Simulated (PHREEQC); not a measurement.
Metal-bearing waste water (model solution)

Dissolve 86 mmol/kgw FeCl3, 20 mmol/kgw CuCl2, 10 mmol/kgw HCl and 130 mmol/kgw Na2SO4 at 25 °C. Closed to the air; pH follows from the charge balance.

Model: ion-association model, phreeqc.dat, run in PHREEQC.

No solid was allowed to form.

**Question.** What pH, activity of water, ionic strength does the model give?

**Answer.** pH 2.27; activity of water 0.988; ionic strength 0.474 mol/kgw.

**Question.** In which forms is Cu present?

**Answer.** Cu+2 63 %, CuSO4 23 %, CuCl+ 12 %, CuCl2 0.7 % of the Cu.

Examples of supersaturated solids here: Hematite (slow to form), Goethite (slow to form). Others may be too.
